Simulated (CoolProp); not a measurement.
Vapour-liquid equilibrium of R22 (1) + R142b (2) at 0.00604 MPa; x and y are mole fractions of (1).

The numbers come from the multi-fluid Helmholtz-energy mixture model, Kamei 1995 and Lemmon 2006; pair parameters Bell 2016 in CoolProp.

| x | bubble temperature (K) | y at the bubble point | dew temperature at overall composition x (K) | liquid density (mol/L) |
|---|---|---|---|---|
| 0.05 | 207.8 | 0.222 | 210.1 | 13.23 |
| 0.15 | 203.4 | 0.492 | 208.8 | 13.66 |
| 0.25 | 200.1 | 0.650 | 207.4 | 14.09 |
| 0.35 | 197.4 | 0.755 | 205.9 | 14.53 |
| 0.45 | 195.1 | 0.829 | 204.2 | 14.98 |
| 0.55 | 193.0 | 0.884 | 202.3 | 15.44 |
| 0.65 | 191.1 | 0.925 | 200.1 | 15.93 |
| 0.75 | 189.4 | 0.955 | 197.5 | 16.43 |
| 0.85 | 187.9 | 0.978 | 194.3 | 16.96 |
| 0.95 | 186.6 | 0.994 | 189.7 | 17.50 |

No azeotrope shows between x = 0.05 and 0.95.

The pair parameters rest on a limited set of measurements; away from them the model extrapolates.
